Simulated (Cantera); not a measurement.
Mixture: CH4 : C2H6 : O2 : N2 = 1 : 0.078 : 1.42 : 5.34 (molar parts), equivalence ratio 1.6, at 760 Torr, adiabatic and at constant pressure. Ignition delay is the time to a rise of 400 K.

Computed with Cantera and GRI-Mech 3.0 (53 species, 325 reactions).

```csv
quantity,before,after
delay at 1275 K,4.11 ms,3.81 ms
delay at 1425 K,0.818 ms,0.739 ms
delay at 1575 K,0.196 ms,0.174 ms
delay at 1725 K,65.0 µs,56.8 µs
apparent activation energy between 1650 and 1800 K,160 kJ/mol,160 kJ/mol
```

Question: Name the change that produced these shifts.
A) pressure from 760 Torr to 3750 Torr
B) constant volume in place of constant pressure
C) CH4 1 to 0.48 parts
D) O2 1.42 to 1 parts

Answer: B, constant volume in place of constant pressure
